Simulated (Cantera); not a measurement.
Charge: 1 mol FeS₂, 1.8 mol H₂, 0.42 mol N₂, equilibrated at 1450 K and 0.760 bar.

Cantera equilibrium calculation (NASA polynomials, part measured and part estimated; ideal gas, pure solids and liquids). Candidate condensed phases: Fe, FeS, FeS₂, S; 16 gas species. FeS: taken at fixed stoichiometry. Equilibrium is a limit: real reactors are often held back by kinetics, nucleation or transport.

Base state: H₂ 0.427, H₂S 0.349, N₂ 0.181, S₂ 0.0404, SH 0.00173 (mole fractions); condensed: FeS(s).

Task: What changes in the equilibrium state with this change: temperature from 1450 K to 2123 K?

Result: 
```tsv
species	before	after
H₂	0.427	0.590
N₂	0.181	0.160
S₂	0.0404	0.136
H₂S	0.349	0.0816
SH	0.00173	0.0261
Fe	1.07e-9	0.000459
S	5.15e-6	0.00287
H	7.09e-6	0.00316
FeS(s), mol	1.00	0
FeS(l), mol	0	0.999
```

Task: What changes in the equilibrium state with this change: FeS₂ replaced by Fe₂O₃?

Result: 
```tsv
species	before	after
H₂O	0	0.450
H₂	0.427	0.360
N₂	0.181	0.189
H₂S	0.349	0
S₂	0.0404	0
SH	0.00173	0
FeS(s), mol	1.00	0
FeO(s), mol	0	2.00
```
The tables' stoichiometric FeO is somewhat more stable than real wüstite, so its field is too wide. FeO: taken at fixed stoichiometry. Further candidate phases: FeO, Fe(OH)₂, Fe(OH)₃, Fe₂O₃, Fe₃O₄, H₂O.
